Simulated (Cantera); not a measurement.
Cantera run:

```python
import numpy as np
import cantera as ct

gas_names = """
    H H2 N NH NH2 NH3 N2 N2H2 N2H4 Si SiH SiH2 SiH3 SiH4 SiN Si2 Si2N Si3
""".split()
cond_names = """
    Si(cr) Si(L) Si3N4(a)
""".split()


# ... load() reads the species with a 1 bar reference pressure and builds the phases ...
atoms = {
    'SiH4': {'Si': 1, 'H': 4},
    'NH3': {'N': 1, 'H': 3},
}
top_T = {'Si3N4(a)': 2400}  # K; cautious upper limits of use, not melting points


# ... equilibrate(T, P, feed) seeds the gas with the atoms and calls Mixture.equilibrate('TP', solver="vcs", rtol=1e-11, max_steps=5000) ...
results = []
feed = {'SiH4': 1, 'NH3': 0.58}  # mol
P = 15  # Pa
for T in [875, 975, 1075, 1175, 1275, 1375, 1475, 1575, 1675, 1775, 1875, 1975]:
    mix = equilibrate(T, P, feed)
    results.append((T, P, feed, dict(zip(mix.species_names, mix.species_moles))))
    x = sorted(zip(gas.X, gas.species_names), reverse=True)
    print(f"T = {T:g} K  P = {P:g} Pa  gas = {mix.phase_moles(0):.4g} mol")
    print("   x: " + "  ".join(f"{s} {v:.3e}" for v, s in x if v > 1e-06))
    print("   condensed (mol): " + ("  ".join(f"{mix.phase(i).name} {mix.phase_moles(i):.4g}"
          for i in range(1, mix.n_phases) if mix.phase_moles(i) > 1e-12) or "none"))
```

Output:

```
T = 875 K  P = 15 Pa  gas = 2.87 mol
   x: H2 1.000e+00
   condensed (mol): Si(cr) 0.565  Si3N4(a) 0.145
T = 975 K  P = 15 Pa  gas = 2.87 mol
   x: H2 1.000e+00
   condensed (mol): Si(cr) 0.565  Si3N4(a) 0.145
T = 1075 K  P = 15 Pa  gas = 2.87 mol
   x: H2 1.000e+00  N2 2.488e-06  H 1.198e-06
   condensed (mol): Si(cr) 0.565  Si3N4(a) 0.145
T = 1175 K  P = 15 Pa  gas = 2.87 mol
   x: H2 9.999e-01  N2 8.603e-05  H 1.001e-05
   condensed (mol): Si(cr) 0.5654  Si3N4(a) 0.1449
T = 1275 K  P = 15 Pa  gas = 2.875 mol
   x: H2 9.982e-01  N2 1.694e-03  H 6.013e-05
   condensed (mol): Si(cr) 0.5723  Si3N4(a) 0.1426
T = 1375 K  P = 15 Pa  gas = 2.933 mol
   x: H2 9.783e-01  N2 2.147e-02  H 2.767e-04  Si 2.737e-06
   condensed (mol): Si(cr) 0.6595  Si3N4(a) 0.1135
T = 1475 K  P = 15 Pa  gas = 3.162 mol
   x: H2 9.072e-01  N2 9.172e-02  H 1.009e-03  Si 3.834e-05  SiH 1.594e-06
   condensed (mol): Si(cr) 0.9999
T = 1575 K  P = 15 Pa  gas = 3.166 mol
   x: H2 9.048e-01  N2 9.159e-02  H 3.228e-03  Si 3.827e-04  SiH 1.065e-05  SiH2 3.399e-06  Si2N 2.197e-06  SiN 1.344e-06
   condensed (mol): Si(cr) 0.9987
T = 1675 K  P = 15 Pa  gas = 3.184 mol
   x: H2 8.969e-01  N2 9.108e-02  H 8.978e-03  Si 2.893e-03  SiH 5.635e-05  Si2N 1.270e-05  Si2 1.127e-05  SiH2 1.009e-05  SiN 7.045e-06  Si3 2.789e-06
   condensed (mol): Si(cr) 0.9904
T = 1775 K  P = 15 Pa  gas = 3.244 mol
   x: H2 8.735e-01  N2 8.936e-02  H 2.209e-02  Si 1.463e-02  SiH 2.056e-04  Si2 8.190e-05  Si2N 4.229e-05  SiN 2.557e-05  SiH2 2.187e-05  Si3 1.976e-05
   condensed (mol): Si(L) 0.9507
T = 1875 K  P = 15 Pa  gas = 3.455 mol
   x: H2 8.063e-01  N2 8.384e-02  Si 6.039e-02  H 4.806e-02  SiH 6.156e-04  Si2 4.533e-04  Si2N 1.138e-04  Si3 1.036e-04  SiN 7.667e-05  SiH2 4.007e-05
   condensed (mol): Si(L) 0.7838
T = 1975 K  P = 15 Pa  gas = 4.289 mol
   x: H2 6.243e-01  Si 2.155e-01  H 8.827e-02  N2 6.740e-02  Si2 2.102e-03  SiH 1.501e-03  Si3 4.562e-04  Si2N 2.548e-04  SiN 1.895e-04  SiH2 5.739e-05
   condensed (mol): Si(L) 0.04224
```

These are equilibrium values from Cantera (NASA tables, ideal gas, pure condensed phases), not measurements of a reactor. Mutual solubility and eutectic melting of coexisting phases are not modelled. The tables' values for SiN are old estimates; treat these amounts as uncertain. Gases not in the tables: Si2H6 and higher silanes.
